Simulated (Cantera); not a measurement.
Source: NASA polynomial tables (part measured, part estimated), evaluated in Cantera. Values are per mole of reaction as written; species without (g) are pure solids or liquids, kept so even where they would boil at 1 bar.

a) 1.333 B + O2(g) → 0.6667 B2O3(g)
b) 1.333 Ti + O2(g) → 0.6667 Ti2O3
c) 0.8 V + O2(g) → 0.4 V2O5
d) 4 Al + O2(g) → 2 Al2O(g)
e) 2 Si + O2(g) → 2 SiO(g)
f) Nb + O2(g) → NbO2

Task: Order these by ΔG° at 1350 K, most negative first.

Result: b (-768 kJ), f (-555 kJ), a (-523 kJ), d (-495 kJ), e (-431 kJ), c (-405 kJ)
